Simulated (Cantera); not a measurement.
Silicon oxide and oxynitride deposition: HMDSO + CO2

Charge: 1 mol HMDSO, a varied amount of CO2, equilibrated at 252 °C and 1.00 bar.

Equilibrium computed with Cantera from the NASA thermochemical tables; the gas is ideal and each condensed phase is pure. Candidate condensed phases: C, C6H6, C7H8, C8H18, H2O, Si, SiC, SiO2; 123 gas species. The feed counts by its element totals alone. Rates play no part.

From 0.13 mol CO2 to 1.3 mol CO2 the condensed part is C(graphite) + SiC(s) + SiO2(α-quartz). From 2.8 mol CO2 to 28 mol CO2 the condensed part is C(graphite) + SiO2(α-quartz).

```csv
n(CO2) (mol),log p CH4,log p CO2,log p H2O,log p H2,log p CO,log p C2H6,n C(graphite),n SiC(s),n SiO2(α-quartz)
0.13,-0.01,<-12,<-12,-1.50,<-12,-5.61,0.332,1.37,0.630
0.28,-0.01,<-12,<-12,-1.50,<-12,-5.61,0.632,1.22,0.780
0.6,-0.01,<-12,<-12,-1.50,<-12,-5.61,1.27,0.900,1.10
1.3,-0.01,<-12,<-12,-1.50,<-12,-5.61,2.67,0.200,1.80
2.8,-0.25,-1.60,-0.41,-1.62,-4.76,-5.97,5.38,0,2.00
6,-0.74,-0.72,-0.21,-1.87,-4.32,-6.70,8.65,0,2.00
13,-1.38,-0.32,-0.33,-2.19,-4.12,-7.66,10.6,0,2.00
28,-2.04,-0.14,-0.57,-2.52,-4.03,-8.65,11.4,0,2.00
```
log p: log10 of the partial pressure in bar; n: condensed amount in mol.
